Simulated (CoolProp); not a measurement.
A single-stage vapour-compression cycle with vinyl chloride: evaporating at 327.15 K (dew point), condensing at 385.15 K (bubble point), superheat 8 K, subcooling 8 K, compressor efficiency 0.65, no pressure losses. Each further row changes one setting.

Computed with CoolProp (reference Helmholtz-energy equation of state, Thol 2022).

| case | cooling COP | pressure ratio | discharge temperature (K) | refrigerating effect (kJ/kg) | volumetric capacity (kJ/m³) |
|---|---|---|---|---|---|
| as stated | (withheld) | 3.33 | 429.1 | (withheld) | (withheld) |
| evaporating temperature 332.15 K | 3.23 | 2.96 | 425.4 | 219 | 5420 |
| condensing temperature 380.15 K | 3.23 | (withheld) | (withheld) | 225 | 4960 |
| subcooling 13 K | (withheld) | 3.33 | 429.1 | 225 | 4960 |

### Question
Fill in the missing entries.

### Answer

- as stated, cooling COP: 2.86
- as stated, refrigerating effect (kJ/kg): 216
- as stated, volumetric capacity (kJ/m³): 4750
- condensing temperature 380.15 K, pressure ratio: 3.04
- condensing temperature 380.15 K, discharge temperature (K): 421.7
- subcooling 13 K, cooling COP: 2.98
